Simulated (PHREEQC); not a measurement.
0.02 g of hydrous ferric oxide (600 m²/g; 0.2 weak and 0.005 strong sites per Fe, Dzombak-Morel constants, diffuse double layer) in 1 kg of water with 0.01 mol/kgw of an inert sodium salt and 0.081 mmol/kgw Na2SeO4, at 25 °C; the pH is set by adding NaOH or the inert anion's acid. Oxygen alone is held at its pressure in air (log pO2 = -0.68). CO2 from the air is kept out. Precipitation was switched off in this run.

Base run: PHREEQC, ion-association model, wateq4f.dat. Each further column changes one thing. The table gives surface charge σ (C/m²).

| pH | base | background salt from 0.01 to 0.001 mol/kgw | oxide from 0.02 to 0.1 g/kgw |
|---|---|---|---|
| 3 | 0.057 | 0.025 | ___ |
| 4.33 | 0.050 | 0.017 | ___ |
| 5 | 0.043 | ___ | ___ |
| 6.33 | 0.025 | 0.009 | 0.026 |
| 7.67 | 0.006 | ___ | 0.006 |
| 9 | -0.013 | ___ | -0.013 |
| 9.67 | -0.029 | -0.012 | -0.029 |
| 11 | -0.100 | -0.057 | -0.100 |

What belongs in the gaps?


- 3, oxide from 0.02 to 0.1 g/kgw: 0.111
- 4.33, oxide from 0.02 to 0.1 g/kgw: 0.072
- 5, background salt from 0.01 to 0.001 mol/kgw: 0.015
- 5, oxide from 0.02 to 0.1 g/kgw: 0.053
- 7.67, background salt from 0.01 to 0.001 mol/kgw: 0.002
- 9, background salt from 0.01 to 0.001 mol/kgw: -0.005

The oxide is taken as insoluble; below pH 4 it would dissolve.
